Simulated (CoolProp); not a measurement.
Propane at 401.9 K and 0.603 MPa flows at 0.3 m/s in a round tube of 1 mm bore and 1.5 µm roughness, fully developed (64/Re and Nu = 3.66 if laminar; Colebrook and Gnielinski if turbulent). Each further row changes one setting.

Computed with CoolProp (reference Helmholtz-energy equation of state, Lemmon 2009).

```
case              Reynolds number  Darcy friction factor  pressure drop (Pa/m)  heat-transfer coefficient (W/(m² K))  mass flow (kg/h)
----------------  ---------------  ---------------------  --------------------  ------------------------------------  ----------------
as stated                     227                      …                   105                                   116           0.00701
velocity 0.6 m/s              453                  0.141                   210                                   116                 …
diameter 2 mm                 453                  0.141                  26.3                                  58.1                 …
```

Complete the blanks.


- as stated, Darcy friction factor: 0.283
- velocity 0.6 m/s, mass flow (kg/h): 0.0140
- diameter 2 mm, mass flow (kg/h): 0.0281

Viscosity comes from a separate model (Vogel 1998). Thermal conductivity comes from a separate model (Marsh 2002).
